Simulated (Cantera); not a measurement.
## Halide evaporation, hydrolysis and transport: KCl + H2 + N2

Charge: 1 mol KCl, 0.36 mol H2, 0.95 mol N2, at 0.110 Pa.

Cantera equilibrium calculation (NASA polynomials, part measured and part estimated; ideal gas, pure solids and liquids). Candidate condensed phases: K, KCl, NH4Cl; 17 gas species. Rates play no part.

From 1373 K to 2023 K nothing is condensed. The main K-bearing gas is KCl at 1373 K and K at 2023 K.

```tsv
T (K)	x KCl	x N2	x K	x Cl	x H	x H2	x HCl
1373	0.415	0.408	0.0144	9.85e-5	0.00122	0.147	0.0143
1423	0.408	0.407	0.0197	0.000267	0.00240	0.143	0.0195
1473	0.400	0.405	0.0263	0.000675	0.00449	0.138	0.0257
1523	0.389	0.402	0.0344	0.00160	0.00801	0.132	0.0328
1573	0.376	0.399	0.0441	0.00355	0.0136	0.124	0.0406
1623	0.359	0.394	0.0557	0.00743	0.0222	0.114	0.0483
1673	0.338	0.387	0.0695	0.0146	0.0346	0.102	0.0549
1723	0.312	0.377	0.0858	0.0268	0.0515	0.0878	0.0590
1773	0.279	0.365	0.105	0.0459	0.0729	0.0723	0.0593
1823	0.241	0.350	0.128	0.0729	0.0979	0.0562	0.0548
1873	0.197	0.332	0.153	0.107	0.124	0.0407	0.0462
1923	0.151	0.314	0.179	0.144	0.148	0.0273	0.0352
1973	0.109	0.298	0.205	0.180	0.167	0.0169	0.0244
2023	0.0732	0.284	0.226	0.211	0.180	0.00990	0.0156
```
x: gas mole fraction; nothing condenses.
